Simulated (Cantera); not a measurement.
A closed system holds: 1 mol BN, 0.57 mol H₂, held at 2898 K and 0.100 bar.

These are equilibrium values from Cantera (NASA tables, ideal gas, pure condensed phases), not measurements of a reactor. The tables' values for BH₂ are old estimates; treat these amounts as uncertain. Rates play no part.

```
species       before     after
----------  --------  --------
H₂             0.352     0.987
H              0.214   0.00837
N₂             0.406   0.00346
B             0.0230   4.44e-6
BH₂          0.00339  0.000700
B₂           1.65e-5     <1e-9
N            1.42e-5     <1e-9
BN          0.000997   7.49e-8
BH           0.00101   2.45e-6
BH₃          6.87e-6   1.34e-5
B(l), mol      0.965         0
B(s), mol          0   0.00356
BN(s), mol         0     0.996
```
Gas species are given as mole fractions.

**Question.** Name the change that produced these shifts.
A. temperature from 2898 K to 2075 K
B. temperature from 2898 K to 2725 K
C. temperature from 2898 K to 2425 K
D. temperature from 2898 K to 2748 K

**Answer.** A, temperature from 2898 K to 2075 K. Mutual solubility and eutectic melting of coexisting phases are not modelled. Gases not in the tables: B₂H₆ and higher boranes
